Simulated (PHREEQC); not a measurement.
Solution (20 °C): 34 mmol/kgw HBr and 0.48 mmol/kgw CaCl2. Closed to the air; pH follows from the charge balance.

Model: ion-association model, wateq4f.dat, run in PHREEQC.

```yaml
pH: 1.53
ionic_strength: 0.0354 mol/kgw
total_alkalinity: -34.0 meq/kg
```

| species | molality | activity | log γ |
|---|---|---|---|
| H+ | 0.0340 | 0.0295 | -0.061 |
| Br- | 0.0340 | 0.0286 | -0.075 |
| Cl- | 0.000960 | 0.000803 | -0.078 |
| Ca+2 | 0.000480 | 0.000249 | -0.285 |

No solid was allowed to form.
